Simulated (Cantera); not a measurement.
Mixture: CH3OH : O2 : N2 = 1 : 2.73 : 13 (molar parts), at 7500 Torr, adiabatic and at constant pressure. Ignition delay is the time to a rise of 400 K.

Detailed kinetics in Cantera: GRI-Mech 3.0 (53 species, 325 reactions). GRI-Mech 3.0 was tuned for natural gas; its chemistry of methanol as a main component is partial and can be far from experiment.

**Question.** Predict: delay at 1175 K; delay at 1375 K; delay at 1575 K; delay at 1775 K; delay at 1975 K; apparent activation energy between 1875 and 2075 K.

**Answer.** 
```
Property                                                 Value
--------------------------------------------------  ----------
delay at 1175 K                                        2.78 ms
delay at 1375 K                                       0.153 ms
delay at 1575 K                                        22.4 µs
delay at 1775 K                                        5.95 µs
delay at 1975 K                                        2.44 µs
apparent activation energy between 1875 and 2075 K  110 kJ/mol
```
